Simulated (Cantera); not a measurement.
A freely propagating, adiabatic, planar premixed flame of 14.8 % CH4, 6.37 % H2, 21.9 % O2, 56.9 % N2, unburnt at 550 K and 630 Torr; multicomponent transport, grid criteria slope 0.08 and curve 0.16, no radiation.

Cantera simulation using GRI-Mech 3.0 (53 species, 325 reactions); the numbers are that mechanism's predictions, not measurements. Burning velocities carry a grid error of a few per cent, more on coarse grids.

x: mole fraction of selected species; z is measured from the peak of heat release.

```
z (mm)   T (K)  u (m/s)     x CH4    x H2      x O2    x C2H4    x CH3      x NO
-------  -----  -------  --------  ------  --------  --------  -------  --------
-1.13      550     1.36     0.148  0.0646     0.219   1.04e-8  1.13e-8     <1e-8
-0.752     552     1.37     0.148  0.0667     0.218   2.67e-7  1.84e-7     <1e-8
-0.564     563     1.40     0.147  0.0700     0.217   2.64e-6  1.29e-6   2.36e-8
-0.376     [?]     1.63     0.141  0.0776     0.211   4.74e-5  2.13e-5   3.11e-7
-0.188     [?]     2.93     0.103  0.0916     0.168  0.000777  0.00111   3.92e-6
-0.0940    [?]     4.16    0.0597  0.0992     0.116   0.00180  0.00542   9.57e-6
0          [?]     5.30    0.0199   0.102    0.0575   0.00142  0.00774   2.02e-5
0.0940    2189     5.92   0.00412   0.100    0.0217  0.000301  0.00369   3.77e-5
0.188     2270     6.14  0.000805  0.0985   0.00746   2.99e-5  0.00110   5.94e-5
0.376     2308     6.23   4.84e-5  0.0987   0.00117   2.03e-7  8.38e-5   9.60e-5
0.752     2322     6.26   7.71e-7   0.100  0.000381     <1e-8  1.39e-6  0.000130
1.50      2336     6.29     <1e-8   0.101  0.000296     <1e-8    <1e-8  0.000149
3.01      2353     6.33     <1e-8   0.101  0.000213     <1e-8    <1e-8  0.000157
```

**Question.** What belongs in the gaps?

**Answer.** 
- -0.376, T (K): 648
- -0.188, T (K): 1137
- -0.0940, T (K): 1580
- 0, T (K): 1975
